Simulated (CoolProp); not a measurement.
R141b along the isotherm 402.2 K: density (kg/m³) from the reference equation and from simpler models built on Tc = 477.5 K, pc = 4212 kPa, ω = 0.220; each cubic takes its own stable root.

Model: reference Helmholtz-energy equation of state, Lemmon 2006, in CoolProp. It is a short technical equation, of lower accuracy than the large ones.

```csv
p (kPa),phase,reference
790,gas,31.48
1580,liquid,998.2
2370,liquid,1004
3160,liquid,1009
3950,liquid,1015
4740,liquid,1020
5530,liquid,1024
6320,liquid,1029
```

Problem. How far does each simpler model (Redlich-Kwong, Soave-Redlich-Kwong, Peng-Robinson) lie from the reference over these 8 states: mean and median of the absolute difference, and the worst?

Solution. 
- Redlich-Kwong: mean 12.1 %, median 13.3 %, worst -15.6 % at 402.2 K and 1580 kPa
- Soave-Redlich-Kwong: mean 9.1 %, median 10.2 %, worst -11.6 % at 402.2 K and 1580 kPa
- Peng-Robinson: mean 1.3 %, median 1.3 %, worst +2.3 % at 402.2 K and 6320 kPa
